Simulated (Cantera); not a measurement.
Cantera run, input and output.

```python
import numpy as np
import cantera as ct

gas = ct.Solution("gri30.yaml")
gas.TPX = 1300, 75000, {'CH3OH': 1, 'O2': 5, 'N2': 18.8}
reactor = ct.IdealGasReactor(gas, energy="on", clone=False)
net = ct.ReactorNet([reactor])
net.rtol, net.atol = 1e-08, 1e-16
show = ['CH3OH', 'O2', 'CH2CO', 'H2O', 'HCO']
times = np.geomspace(1e-06, 3, 14)

steps = ct.SolutionArray(gas, extra=["t"])
rows = []
print(f"{'t/s':>10s}{'T/K':>9s}{'P/Pa':>11s}" + "".join(f"{s:>11s}" for s in show))
for t in times:
    while net.time < t:
        t_next = net.step()
        steps.append(gas.state, t=t_next)
    rows.append([np.interp(t, steps.t, y) for y in (steps.T, steps.P, *steps(*show).X.T)])
    print(f"{t:10.3e}{rows[-1][0]:9.1f}{rows[-1][1]:11.4g}" + "".join(f"{x:11.3e}" for x in rows[-1][2:]))
rate = np.gradient(steps.T, steps.t)
print("integrator steps:", len(steps.t))
if steps.T.max() > steps.T[0] + 200:
    print(f"time of steepest temperature rise: {steps.t[rate.argmax()]:.4e} s")
gas.TPX = 1300, 75000, {'CH3OH': 1, 'O2': 5, 'N2': 18.8}
gas.equilibrate("UV")
print(f"equilibrium (UV): T = {gas.T:.1f} K  " + "  ".join(f"{s} {gas[s].X[0]:.3e}" for s in show))
```

Output:

```
       t/s      T/K       P/Pa      CH3OH         O2      CH2CO        H2O        HCO
 1.000e-06   1300.0    7.5e+04  4.032e-02  2.016e-01  3.363e-19  1.693e-08  1.746e-14
 3.149e-06   1300.0    7.5e+04  4.032e-02  2.016e-01  3.554e-18  6.888e-08  1.245e-13
 9.919e-06   1300.0    7.5e+04  4.032e-02  2.016e-01  3.596e-17  2.419e-07  5.234e-13
 3.124e-05   1300.0    7.5e+04  4.032e-02  2.016e-01  3.610e-16  7.942e-07  1.896e-12
 9.839e-05   1300.0    7.5e+04  4.032e-02  2.016e-01  3.680e-15  2.595e-06  7.180e-12
 3.099e-04   1300.0    7.5e+04  4.030e-02  2.016e-01  3.937e-14  9.004e-06  3.201e-11
 9.760e-04   1300.1  7.501e+04  4.022e-02  2.015e-01  4.794e-13  5.052e-05  2.784e-10
 3.074e-03   1326.5   7.69e+04  3.354e-02  1.971e-01  1.330e-10  5.285e-03  4.169e-07
 9.681e-03   2183.3  1.287e+05  9.353e-22  1.371e-01  1.909e-24  7.697e-02  9.759e-12
 3.049e-02   2181.8  1.286e+05  9.149e-22  1.368e-01  1.845e-24  7.698e-02  9.579e-12
 9.603e-02   2177.6  1.284e+05  8.594e-22  1.360e-01  1.670e-24  7.702e-02  9.086e-12
 3.024e-01   2168.9  1.278e+05  7.520e-22  1.344e-01  1.343e-24  7.710e-02  8.118e-12
 9.525e-01   2161.4  1.274e+05  6.707e-22  1.330e-01  1.109e-24  7.717e-02  7.371e-12
 3.000e+00   2160.6  1.273e+05  6.626e-22  1.329e-01  1.086e-24  7.717e-02  7.296e-12
integrator steps: 1970
time of steepest temperature rise: 3.5391e-03 s
equilibrium (UV): T = 2160.6 K  CH3OH 6.797e-22  O2 1.329e-01  CH2CO 1.521e-24  H2O 7.717e-02  HCO 7.296e-12
```

Detailed kinetics in Cantera: GRI-Mech 3.0 (53 species, 325 reactions). GRI-Mech 3.0 was tuned for natural gas; its chemistry of methanol as a main component is partial and can be far from experiment.
